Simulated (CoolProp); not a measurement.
Vapour-liquid equilibrium of carbon dioxide (1) + CH3F (R41) (2) at 0.615 MPa; x and y are mole fractions of (1).

Computed with CoolProp (multi-fluid Helmholtz-energy mixture model, Span 1996 and Lemmon 2006; pair parameters Bell 2016).

```
x      bubble temperature, mixture model (°C)  bubble temperature, Raoult's law (°C)  y, mixture model  y, Raoult's law
-----  --------------------------------------  -------------------------------------  ----------------  ---------------
0.05                                    -39.1                                  -39.1             0.078            0.084
0.125                                   -40.4                                  -40.6             0.185            0.200
0.2                                     -41.6                                  -41.9             0.283            0.304
0.275                                   -42.8                                  -43.2             0.374            0.399
0.35                                    -43.9                                  -44.3             0.459            0.485
0.425                                   -44.9                                  -45.5             0.539            0.564
0.5                                     -46.0                                  -46.5             0.614            0.637
0.575                                   -47.0                                  -47.6             0.686            0.703
0.65                                    -48.0                                  -48.5             0.752            0.765
0.725                                   -49.0                                  -49.5             0.815            0.822
0.8                                     -50.0                                  -50.3             0.872            0.875
0.875                                   -50.9                                  -51.2             0.925            0.925
0.95                                    -51.9                                  -52.0             0.972            0.971
```

The largest gap from Raoult's law is +0.6 K in bubble temperature, at x = 0.575. No azeotrope shows between x = 0.05 and 0.95.

Pair parameters are fitted to limited data, so mixtures are less certain than the pure fluids.
